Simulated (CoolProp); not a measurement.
Properties of ethanol along the isobar 71.8 bar (Tc = 514.7 K, pc = 62.68 bar, ω = 0.644).

The numbers come from the reference Helmholtz-energy equation of state, Schroeder 2014 in CoolProp.

| T (K) | phase | Z | cv (kJ/(kg K)) | speed of sound (m/s) | conductivity (mW/(m K)) |
|---|---|---|---|---|---|
| 395.7 | liquid | 0.1437 | 2.716 | ___ | 151 |
| 411.8 | liquid | 0.1421 | 2.805 | 818.4 | 149 |
| 427.9 | liquid | ___ | 2.876 | 754.5 | 146 |
| 444 | liquid | 0.1415 | 2.928 | 686.5 | 143 |
| 460.2 | liquid | 0.1429 | 2.971 | ___ | 140 |
| 476.3 | liquid | 0.1458 | 3.019 | 534.0 | 138 |
| 492.4 | liquid | 0.1515 | 3.090 | 438.9 | ___ |
| 508.5 | liquid | 0.1657 | 3.218 | 309.4 | 133 |
| 524.6 | supercritical | 0.3498 | 3.380 | 181.1 | 134 |
| 540.8 | supercritical | 0.5938 | 2.882 | 228.0 | 77.2 |
| 556.9 | supercritical | 0.6865 | 2.720 | 253.1 | 70.4 |
| 573 | supercritical | 0.7454 | 2.632 | 271.2 | 68.5 |
| 589.1 | supercritical | 0.7880 | 2.579 | 285.5 | 68.3 |
| 605.3 | supercritical | 0.8207 | 2.548 | 297.6 | 68.8 |

### Question
What belongs in the gaps?

### Answer

- 395.7, speed of sound (m/s): 878.0
- 427.9, Z: 0.1413
- 460.2, speed of sound (m/s): 613.7
- 492.4, conductivity (mW/(m K)): 135

Thermal conductivity comes from a separate model (Assael 2013).
